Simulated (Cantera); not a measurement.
An isothermal, constant-pressure homogeneous reactor starts with C2H6 : N2 = 1 : 1.8 (molar parts), at 1848 K and 0.240 bar. Integrator tolerance rtol = 1e-08.

Model: GRI-Mech 3.0 (53 species, 325 reactions), integrated in Cantera. GRI-Mech 3.0 stops at C3 and has no aromatics, soot or wall deposition, so with more carbon than oxygen in the feed, carbon stays in small species such as C2H2 where larger ones or solid carbon would form.

**Question.** What does this change do: temperature 1848 to 1025 K?

**Answer.** 
```json
[
 {"quantity": "x(C2H6) at 90.0 s", "before": "3.49e-8 (gas-phase equilibrium 2.39e-8)", "after": "0.0176 (gas-phase equilibrium 0.000830)"},
 {"quantity": "x(H) at 90.0 s", "before": "0.000702 (gas-phase equilibrium 0.000702)", "after": "7.55e-8 (gas-phase equilibrium 1.47e-9)"},
 {"quantity": "x(H2) at 90.0 s", "before": "0.415 (gas-phase equilibrium 0.415)", "after": "0.202 (gas-phase equilibrium 0.0269)"},
 {"quantity": "x(C2H2) at 90.0 s", "before": "0.207 (gas-phase equilibrium 0.142)", "after": "0.0141 (gas-phase equilibrium 0.0382)"},
 {"quantity": "x(CH4) at 90.0 s", "before": "0.00119 (gas-phase equilibrium 0.000984)", "after": "0.0670 (gas-phase equilibrium 0.320)"}
]
```

**Question.** What does this change do: temperature 1848 to 1173 K?

**Answer.** 
```json
[
 {"quantity": "x(C2H6) at 90.0 s", "before": "3.49e-8 (gas-phase equilibrium 2.39e-8)", "after": "0.000922 (gas-phase equilibrium 0.000285)"},
 {"quantity": "x(H) at 90.0 s", "before": "0.000702 (gas-phase equilibrium 0.000702)", "after": "3.79e-7 (gas-phase equilibrium 8.78e-8)"},
 {"quantity": "x(H2) at 90.0 s", "before": "0.415 (gas-phase equilibrium 0.415)", "after": "0.210 (gas-phase equilibrium 0.131)"},
 {"quantity": "x(C2H2) at 90.0 s", "before": "0.207 (gas-phase equilibrium 0.142)", "after": "0.0959 (gas-phase equilibrium 0.0732)"},
 {"quantity": "x(CH4) at 90.0 s", "before": "0.00119 (gas-phase equilibrium 0.000984)", "after": "0.142 (gas-phase equilibrium 0.240)"}
]
```

**Question.** What does this change do: pressure from 0.240 bar to 0.0133 bar?

**Answer.** 
```tsv
quantity	before	after
x(C2H6) at 90.0 s	3.49e-8 (gas-phase equilibrium 2.39e-8)	1.00e-10 (gas-phase equilibrium 7.37e-11)
x(H) at 90.0 s	0.000702 (gas-phase equilibrium 0.000702)	0.00298 (gas-phase equilibrium 0.00298)
x(H2) at 90.0 s	0.415 (gas-phase equilibrium 0.415)	0.414 (gas-phase equilibrium 0.414)
x(C2H2) at 90.0 s	0.207 (gas-phase equilibrium 0.142)	0.208 (gas-phase equilibrium 0.142)
x(CH4) at 90.0 s	0.00119 (gas-phase equilibrium 0.000984)	6.27e-5 (gas-phase equilibrium 5.46e-5)
```
Radical loss at walls, strong at low pressure, is not modelled.
